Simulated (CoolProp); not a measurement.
C2F6 (R116) along the isobar 7.18 MPa: fugacity coefficient from the reference equation and from simpler models built on Tc = 293.0 K, pc = 3.048 MPa, ω = 0.257; each cubic takes its own stable root.

The numbers come from the reference Helmholtz-energy equation of state, Lemmon 2006 in CoolProp. It is a short technical equation, of lower accuracy than the large ones.

| T (K) | phase | reference |
|---|---|---|
| 219.1 | liquid | 0.05612 |
| 248.5 | liquid | 0.1421 |
| 277.9 | liquid | 0.2738 |
| 307.3 | supercritical | 0.4326 |
| 336.7 | supercritical | 0.5831 |
| 366.2 | supercritical | 0.6962 |
| 395.6 | supercritical | 0.7772 |
| 425 | supercritical | 0.8374 |

Problem. How far does each simpler model (van der Waals, Peng-Robinson) lie from the reference over these 8 states: mean and median of the absolute difference, and the worst?

Solution. 
- van der Waals: mean 41.0 %, median 9.4 %, worst +185.8 % at 219.1 K and 7.18 MPa
- Peng-Robinson: mean 3.1 %, median 2.9 %, worst -3.7 % at 366.2 K and 7.18 MPa
